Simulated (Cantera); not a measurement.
An isothermal, constant-pressure homogeneous reactor starts with H₂ : O₂ : N₂ = 0.014 : 1 : 0.027 (molar parts), equivalence ratio 0.0070, at 973 K and 2.40 Torr.

Detailed kinetics in Cantera: GRI-Mech 3.0 (53 species, 325 reactions). Radical loss at walls, strong at low pressure, is not modelled.

One state of this run: x H₂ = 7.68e-5; x O₂ = 0.952; x H₂O₂ = 5.51e-9; x H = 0.00103; x H₂O = 0.0127; x HO₂ = 7.40e-7; x OH = 0.000399. x: mole fraction; the columns are a selection and need not sum to one.

**Question.** Which value of t (s) does it belong to?
A) 0.00166
B) 0.241
C) 0.118
D) 0.00338

**Answer.** B, 0.241
